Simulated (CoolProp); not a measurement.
Benzene along the isotherm 418.3 K: fugacity coefficient from the reference equation and from simpler models built on Tc = 562.0 K, pc = 4.906 MPa, ω = 0.211; each cubic takes its own stable root.

The numbers come from the reference Helmholtz-energy equation of state, Thol 2012 in CoolProp.

| p (MPa) | phase | reference | van der Waals | Redlich-Kwong | Soave-Redlich-Kwong | Peng-Robinson |
|---|---|---|---|---|---|---|
| 0.566 | liquid | 0.8415 | 0.9316 | 0.9108 | 0.8518 | 0.8407 |
| 1.13 | liquid | 0.4288 | 0.8630 | 0.5631 | 0.4348 | 0.4282 |
| 1.7 | liquid | 0.2900 | 0.6700 | 0.3817 | 0.2946 | ___ |
| 2.26 | liquid | 0.2219 | 0.5182 | 0.2928 | 0.2258 | 0.2214 |
| 2.83 | liquid | 0.1803 | 0.4256 | 0.2384 | 0.1837 | 0.1798 |
| 3.4 | liquid | ___ | 0.3643 | 0.2024 | 0.1559 | 0.1521 |
| 3.96 | liquid | 0.1333 | 0.3214 | 0.1771 | 0.1363 | 0.1328 |
| 4.53 | liquid | ___ | 0.2888 | 0.1578 | 0.1214 | 0.1180 |
| 5.09 | liquid | 0.1073 | 0.2641 | 0.1432 | 0.1101 | 0.1068 |
| 5.66 | liquid | 0.09820 | 0.2441 | 0.1313 | 0.1009 | 0.09761 |
| 6.23 | liquid | 0.09076 | ___ | 0.1216 | 0.09336 | 0.09016 |
| 6.79 | liquid | 0.08468 | 0.2147 | 0.1137 | 0.08724 | 0.08408 |
| 7.36 | liquid | 0.07947 | 0.2035 | 0.1069 | 0.08199 | 0.07885 |

**Question.** Fill in the missing entries.

**Answer.** 
- 1.7, Peng-Robinson: 0.2895
- 3.4, reference: 0.1527
- 4.53, reference: 0.1186
- 6.23, van der Waals: 0.2279

At some of these states van der Waals, Redlich-Kwong gives the other phase, because its saturation line lies elsewhere.
